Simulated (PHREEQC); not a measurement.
Dissolve 0.0042 mol Al2(SO4)3, 0.056 mol CuCl2, 0.00067 mol HCl and 0.00084 mol NaCl per kg of water at 40 °C. Closed to the air; pH follows from the charge balance.

Model: ion-association model, wateq4f.dat, run in PHREEQC.

### Question
The ionic strength comes out as 0.175 mol/kgw. What activity coefficients do AlOH+2, Al+3, HSO4-, Cl-, NaSO4- get?

### Answer
AlOH+2 0.31, Al+3 0.13, HSO4- 0.73, Cl- 0.72, NaSO4- 0.75.

No solid was allowed to form. Complexes and solids missing from the database can't appear. At this temperature some constants are extrapolated from 25 °C, and those without enthalpy data are left unchanged.
